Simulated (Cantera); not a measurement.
Input: 1 mol Pb, 0.1 mol CO, a varied amount of H2, held at 7.50 mbar.

Equilibrium computed with Cantera from the NASA thermochemical tables; the gas is ideal and each condensed phase is pure. Candidate condensed phases: C, C6H6, C7H8, C8H18, H2O, Pb, PbO, PbO2, Pb3O4; 113 gas species. The numbers say what is thermodynamically allowed, not how fast it happens.

**Question.** What condenses at these points (T in °C, n(H2) in mol): (1227, 2.4); (527, 0.97); (527, 0.69); (827, 1.5); (1227, 1.5); (627, 1.8)?

**Answer.** 
| T (°C) | n(H2) in mol | condensed phases | Pb condensed (%) |
|---|---|---|---|
| 1227 | 2.4 | gas only | 0.0 |
| 527 | 0.97 | C + Pb | 100.0 |
| 527 | 0.69 | C + Pb | 100.0 |
| 827 | 1.5 | Pb | 97.4 |
| 1227 | 1.5 | gas only | 0.0 |
| 627 | 1.8 | Pb | 100.0 |
